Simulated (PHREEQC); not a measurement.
Dissolve 11 mmol/kgw FeCl2, 0.086 mmol/kgw NaF and 0.29 mmol/kgw NaCl at 55 °C. Closed to the air; pH follows from the charge balance.

Computed with PHREEQC (ion-association model, phreeqc.dat).

No solid was allowed to form.

What pH does the model give?

pH 5.46.

In which forms is Fe present?

Fe+2 98 %, FeCl+ 1.5 % of the Fe.

At this temperature some constants are extrapolated from 25 °C, and those without enthalpy data are left unchanged. Fluoro complexes past AlF4- and FeF3 are missing from the database.
